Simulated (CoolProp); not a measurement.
Vapour-liquid equilibrium of propane (1) + dimethyl ether (2) at 0.222 bar; x and y are mole fractions of (1).

Model: multi-fluid Helmholtz-energy mixture model, Lemmon 2009 and Wu 2011; pair parameters Bell 2016, in CoolProp.

Question: Give the bubble temperature and the first vapour's composition at x = 0.725, 0.8, 0.875. Is there an azeotrope?

Answer: x = 0.725: -70.5 °C, y = 0.832; x = 0.8: -70.9 °C, y = 0.867; x = 0.875: -71.2 °C, y = 0.908. No azeotrope shows between x = 0.05 and 0.95.

Pair parameters are fitted to limited data, so mixtures are less certain than the pure fluids.
